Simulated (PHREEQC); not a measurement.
Synthetic water in mg/L, 85 °C, pH 3.8, pe 12.2: Na 99.9; K 4.16; Ca 63.7; Mg 36.4; Cl 51.7; S(6) as SO4 400; Al 0.325.

Valence states are taken as typed.

Equilibrium calculation in PHREEQC: ion-association model, phreeqc.dat.

Task: The ionic strength comes out as 0.0130 mol/kgw. What activity coefficients do Ca+2, NaSO4-, AlSO4+, Al+3, KSO4- get?

Result: Ca+2 0.60, NaSO4- 0.88, AlSO4+ 0.88, Al+3 0.36, KSO4- 0.88.

No solid was allowed to form. Species that the database lacks are ignored. Constants without temperature data keep their 25 °C values here.
